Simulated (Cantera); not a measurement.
Input (Python, Cantera) and output of one run.

```python
import numpy as np
import cantera as ct

gas_names = """
    H H2 H2S Ni NiS S SH S2 S8
""".split()
cond_names = """
    Ni(cr) Ni(L) NiS(b) NiS(a) NiS(L) NiS2(s) NiS2(L) Ni3S2(I) Ni3S2(II) Ni3S2(L) Ni3S4(s) S(cr1) S(cr2)
    S(L)
""".split()


# ... load() reads the species with a 1 bar reference pressure and builds the phases ...
atoms = {
    'NiS': {'Ni': 1, 'S': 1},
    'H2': {'H': 2},
}
top_T = {'Ni3S4(s)': 620}  # K; cautious upper limits of use, not melting points


# ... equilibrate(T, P, feed) seeds the gas with the atoms and calls Mixture.equilibrate('TP', solver="vcs", rtol=1e-11, max_steps=5000) ...
results = []
feed = {'NiS': 1, 'H2': 420}  # mol
T = 948.15  # K
P = 101325  # Pa
mix = equilibrate(T, P, feed)
results.append((T, P, feed, dict(zip(mix.species_names, mix.species_moles))))
print(gas.report(threshold=1e-06))
for i in range(1, mix.n_phases):
    print(f"{mix.phase(i).name:16s} {mix.phase_moles(i):12.5e} mol")
```

Output:

```
       temperature   948.15 K
          pressure   1.0133e+05 Pa
           density   0.026893 kg/m^3
  mean mol. weight   2.0923 kg/kmol
   phase of matter   gas

                          1 kg             1 kmol
                     ---------------   ---------------
          enthalpy        9.1239e+06         1.909e+07  J
   internal energy        5.3562e+06        1.1207e+07  J
           entropy             78795        1.6486e+05  J/K
    Gibbs function       -6.5585e+07       -1.3723e+08  J
 heat capacity c_p             14405             30140  J/K
 heat capacity c_v             10431             21825  J/K

                      mass frac. Y      mole frac. X     chem. pot. / RT
                     ---------------   ---------------   ---------------
                H2           0.96122           0.99762           -17.364
               H2S          0.038776         0.0023809           -35.466
     [   +7 minor]        7.9702e-08        5.4619e-09

Ni(cr)            1.00000e+00 mol
NiS(a)            0.00000e+00 mol
NiS2(s)           0.00000e+00 mol
Ni3S2(II)         0.00000e+00 mol
S(L)              0.00000e+00 mol
```

Cantera equilibrium calculation (NASA polynomials, part measured and part estimated; ideal gas, pure solids and liquids).
